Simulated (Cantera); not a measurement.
Charge: 1 mol BN, 2.4 mol F2, 0.43 mol H2, at 900 °C and 13.3 mbar.

Method: chemical equilibrium by Gibbs-energy minimisation in Cantera with the NASA 1993 tables (ideal gas, pure condensed phases). Candidate condensed phases: B, BN; 31 gas species. Kinetics and transport are ignored.

Base state: BF3 0.305, F 0.275, HF 0.262, N2 0.152, F2 0.00560 (mole fractions); condensed: gas only.

Problem. What changes in the equilibrium state with this change: H2 from 0.43 to 15 mol?

Solution. 
| species | before | after |
|---|---|---|
| H2 | <1e-9 | 0.810 |
| HF | 0.262 | 0.103 |
| BF3 | 0.305 | 0.0574 |
| F | 0.275 | <1e-9 |
| N2 | 0.152 | 0.0287 |
| F2 | 0.00560 | <1e-9 |
| BHF2 | <1e-9 | 2.23e-5 |
